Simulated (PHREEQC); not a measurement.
A solution holds 0.0027 mol/kgw H2SO4, 0.27 mol/kgw Na2CO3 and 6.2e-05 mol/kgw CsOH, at 25 °C. Closed to the air; pH follows from the charge balance.

Equilibrium calculation in PHREEQC: ion-association model, wateq4f.dat.

### Question
The ionic strength comes out as 0.475 mol/kgw. What activity coefficients do NaSO4-, CO3-2, SO4-2, Na+, Cs+ get?

### Answer
NaSO4- 0.70, CO3-2 0.23, SO4-2 0.21, Na+ 0.71, Cs+ 0.73.

This is a speciation only: nothing precipitates in the calculation.
